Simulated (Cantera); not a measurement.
An adiabatic, constant-pressure homogeneous reactor starts with CH4 : CO : O2 : N2 = 1 : 0.4 : 1.83 : 6.89 (molar parts), equivalence ratio 1.2, at 1450 K and 3750 Torr.

Model: GRI-Mech 3.0 (53 species, 325 reactions), integrated in Cantera.

Question: Predict: time of steepest temperature rise; temperature at 0.300 s; equilibrium temperature; x(CO) at 0.300 s; x(O2) at 0.300 s; x(H2O) at 0.300 s; x(HCN) at 0.300 s.

Answer: 
```json
{
  "time_of_steepest_temperature_rise": "0.693 ms",
  "temperature at 0.300 s": "2851 K",
  "equilibrium_temperature": "2851 K",
  "x(CO) at 0.300 s": "0.0695 (gas-phase equilibrium 0.0695)",
  "x(O2) at 0.300 s": "0.00593 (gas-phase equilibrium 0.00593)",
  "x(H2O) at 0.300 s": "0.156 (gas-phase equilibrium 0.156)",
  "x(HCN) at 0.300 s": "1.39e-8 (gas-phase equilibrium 1.39e-8)"
}
```
